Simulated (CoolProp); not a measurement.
Saturation properties of the fluoroketone C6F12O (FK-5-1-12) (Tc = 441.8 K, pc = 1.869 MPa, ω = 0.471).

The numbers come from the reference Helmholtz-energy equation of state, McLinden 2015 in CoolProp.

```
T (K)  p (MPa)  liquid density (kg/m³)  liquid cp (kJ/(kg K))  vapour Z
-----  -------  ----------------------  ---------------------  --------
350.9   0.2489                    1427                  1.157    0.8786
357.9   0.3020                    1401                  1.169    0.8608
364.9   0.3633                    1373                  1.181    0.8413
372     0.4348                    1344                  1.196    0.8196
379     0.5152                    1313                  1.213    0.7962
386     0.6064                    1281                  1.232    0.7705
393     0.7093                    1246                  1.256    0.7422
400     0.8251                    1209                  1.285    0.7109
407     0.9548                    1168                  1.324    0.6759
414      1.100                    1122                  1.378    0.6362
421      1.262                    1070                  1.463    0.5903
```

It boils at 322.2 K under 1 atm.
